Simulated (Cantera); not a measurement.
An adiabatic, constant-pressure homogeneous reactor starts with 13.7 % CO, 2.19 % H₂, 3.01 % CH₄, 16.4 % O₂, 61.7 % N₂, 3.01 % H₂O, equivalence ratio 0.85, at 1125 K and 100000 Pa.

Model: GRI-Mech 3.0 (53 species, 325 reactions), integrated in Cantera.

**Question.** Predict: time of steepest temperature rise; temperature at 0.800 s; equilibrium temperature; x(CO) at 0.800 s; x(H₂) at 0.800 s; x(N₂O) at 0.800 s.

**Answer.** time of steepest temperature rise: 1.49 ms
temperature at 0.800 s: 2542 K
equilibrium temperature: 2542 K
x(CO) at 0.800 s: 0.0343 (gas-phase equilibrium 0.0343)
x(H₂) at 0.800 s: 0.00413 (gas-phase equilibrium 0.00413)
x(N₂O) at 0.800 s: 4.74e-7 (gas-phase equilibrium 4.74e-7)
